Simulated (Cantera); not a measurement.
Silicon carbide growth: CH₃SiCl₃ + CH₄ + H₂

A closed system holds: 1 mol CH₃SiCl₃, 1.5 mol CH₄, 290 mol H₂, held at 1.00 bar.

Equilibrium computed with Cantera from the NASA thermochemical tables; the gas is ideal and each condensed phase is pure. Candidate condensed phases: C, C₆H₆, C₇H₈, C₈H₁₈, Si, SiC; 109 gas species. The feed counts by its element totals alone. The tables' values for SiCl are old estimates; treat these amounts as uncertain. Gases not in the tables: Si₂H₆ and higher silanes. Rates play no part.

```
T (K)   x H₂       x H    x HCl  x C₂H₂ (acetylene)     x CH₄      x Si     x SiH    x SiH₂  n C(graphite)  n SiC(s)
-----  -----  --------  -------  ------------------  --------  --------  --------  --------  -------------  --------
1523   0.988   2.30e-5   0.0102             1.17e-5   0.00225  1.44e-10  4.17e-10   1.58e-8          0.829     0.999
1598   0.988   5.29e-5   0.0101             2.66e-5   0.00161  9.76e-10   2.13e-9   5.05e-8           1.01     0.999
1673   0.988  0.000113   0.0101             5.63e-5   0.00119   5.58e-9   9.38e-9   1.45e-7           1.11     0.998
1748   0.989  0.000227   0.0101            0.000112  0.000899   2.74e-8   3.63e-8   3.82e-7           1.17     0.998
1823   0.989  0.000431   0.0101            0.000209  0.000697   1.18e-7   1.25e-7   9.28e-7           1.17     0.997
1898   0.988  0.000777   0.0101            0.000372  0.000552   4.53e-7   3.93e-7   2.10e-6           1.12     0.996
1973   0.987   0.00134   0.0101            0.000633  0.000445   1.56e-6   1.12e-6   4.45e-6          0.993     0.994
2048   0.986   0.00222   0.0101             0.00103  0.000365   4.93e-6   2.97e-6   8.91e-6          0.781     0.990
2123   0.984   0.00356   0.0101             0.00163  0.000303   1.43e-5   7.33e-6   1.70e-5          0.450     0.982
2198   0.982   0.00552   0.0100             0.00243  0.000251   3.90e-5   1.72e-5   3.13e-5              0     0.964
2273   0.979   0.00831  0.00996             0.00254  0.000179  0.000117   4.48e-5   6.51e-5              0     0.912
2348   0.974    0.0122  0.00988             0.00273  0.000133  0.000323  0.000108  0.000127              0     0.788
2423   0.968    0.0174  0.00977             0.00312  0.000103  0.000806  0.000236  0.000229              0     0.511
2498   0.959    0.0244  0.00963             0.00379   8.40e-5   0.00173  0.000449  0.000360              0         0
```
x: gas mole fraction; n: condensed amount in mol.

From 1523 K to 2123 K the condensed part is C(graphite) + SiC(s). From 2198 K to 2423 K the condensed part is SiC(s). At 2498 K nothing is condensed. The main Si-bearing gas is SiCl₂ at 1523 K and Si at 2498 K.
